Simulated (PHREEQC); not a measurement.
Make-up at 21 °C: 0.22 mol HF, 0.0024 mol NH4F and 0.005 mol H2SO4 per kg of water. Closed to the air; pH follows from the charge balance.

Computed with PHREEQC (ion-association model, phreeqc.dat).

No solid was allowed to form.

Problem. Predict the pH, ionic strength.

Solution. pH 1.73; ionic strength 0.0257 mol/kgw.

Problem. In which forms is N present?

Solution. NH4+ 98 %, NH4SO4- 1.7 % of the N.
